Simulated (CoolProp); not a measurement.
Vapour-liquid equilibrium of R152A (1) + R227EA (2) at 0.0091 MPa; x and y are mole fractions of (1).

The numbers come from the multi-fluid Helmholtz-energy mixture model, Outcalt 1996 and Lemmon 2016; pair parameters Bell 2016 in CoolProp.

```
x     bubble temperature (°C)  y at the bubble point  dew temperature at overall composition x (°C)  liquid density (mol/L)
----  -----------------------  ---------------------  ---------------------------------------------  ----------------------
0.05                    -60.9                  0.067                                              ?                   10.15
0.2                     -62.0                      ?                                          -61.5                   10.87
0.35                    -63.4                  0.484                                          -62.5                   11.67
0.5                     -64.8                  0.641                                              ?                   12.57
0.65                    -65.9                  0.762                                          -64.8                   13.59
0.8                         ?                  0.863                                          -66.2                   14.76
0.95                    -67.4                  0.963                                          -67.3                   16.12
```

Question: Complete the blanks.

Answer: 
- 0.05, dew temperature at overall composition x (°C): -60.8
- 0.2, y at the bubble point: 0.285
- 0.5, dew temperature at overall composition x (°C): -63.6
- 0.8, bubble temperature (°C): -66.7

No azeotrope shows between x = 0.05 and 0.95.

The pair parameters rest on a limited set of measurements; away from them the model extrapolates. The gap from Raoult's law changes sign with composition, which may be real or a fault of the pair parameters; it wasn't checked against measurements.
